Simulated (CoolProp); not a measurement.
Vapour-liquid equilibrium of n-butane (1) + R113 (2) at 0.639 MPa; x and y are mole fractions of (1).

Values from CoolProp's multi-fluid Helmholtz-energy mixture model, Bücker 2006 and Marx 1992; pair parameters Bell 2016.

Problem. Give the bubble temperature and the first vapour's composition at x = 0.05, 0.35, 0.8. Is there an azeotrope?

Solution. x = 0.05: 384.7 K, y = 0.138; x = 0.35: 360.2 K, y = 0.632; x = 0.8: 339.7 K, y = 0.920. No azeotrope shows between x = 0.05 and 0.95.

Pair parameters are fitted to limited data, so mixtures are less certain than the pure fluids.
